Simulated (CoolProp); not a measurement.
Vapour-liquid equilibrium of CH2F2 (R32) (1) + R125 (2) at -84.75 °C; x and y are mole fractions of (1).

Values from CoolProp's multi-fluid Helmholtz-energy mixture model, Tillner-Roth 1997 and Lemmon 2005; pair parameters Lemmon 2004.

```
x     bubble pressure, mixture model (MPa)  bubble pressure, Raoult's law (MPa)  y, mixture model  y, Raoult's law
----  ------------------------------------  -----------------------------------  ----------------  ---------------
0.05                               0.01109                              0.01106             0.063            0.060
0.2                                0.01157                              0.01141             0.245            0.232
0.35                               0.01208                              0.01175             0.412            0.395
0.5                                0.01255                              0.01210             0.560            0.548
0.65                               0.01293                              0.01245             0.693            0.692
0.8                                0.01320                              0.01279             0.817            0.829
0.95                               0.01329                              0.01314             0.949            0.958
```

The largest gap from Raoult's law is +3.9 % in bubble pressure, at x = 0.65. y crosses x between x = 0.8 and 0.95: the model has an azeotrope there.

The pair parameters rest on a limited set of measurements; away from them the model extrapolates.
